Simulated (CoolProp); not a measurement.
The numbers come from the reference Helmholtz-energy equation of state, Akasaka 2022 in CoolProp.

**Question.** For R1233zd(E), give the phase and the cp (kJ/(kg K)), cv (kJ/(kg K)), speed of sound (m/s), expansivity (1/kK) at 5.55 °C and 198 kPa.

**Answer.** 
- 5.55 °C and 198 kPa: liquid; cp 1.15, cv 0.796, speed of sound 768, expansivity 1.75
